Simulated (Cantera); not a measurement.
An isothermal, constant-pressure homogeneous reactor starts with C2H6 : N2 = 1 : 35 (molar parts), at 1225 K and 1.01 bar.

Computed with Cantera and GRI-Mech 3.0 (53 species, 325 reactions). GRI-Mech 3.0 stops at C3 and has no aromatics, soot or wall deposition, so with more carbon than oxygen in the feed, carbon stays in small species such as C2H2 where larger ones or solid carbon would form.

Task: Predict: x(C2H6) at 1.00 s; x(C2H4) at 1.00 s; x(CH3) at 1.00 s; x(H) at 1.00 s.

Result: 
```
Property                                             Value
-----------------  ---------------------------------------
x(C2H6) at 1.00 s  3.52e-5 (gas-phase equilibrium 5.20e-6)
x(C2H4) at 1.00 s  0.00857 (gas-phase equilibrium 0.00143)
x(CH3) at 1.00 s   6.31e-7 (gas-phase equilibrium 4.57e-7)
x(H) at 1.00 s     3.30e-7 (gas-phase equilibrium 5.54e-8)
```
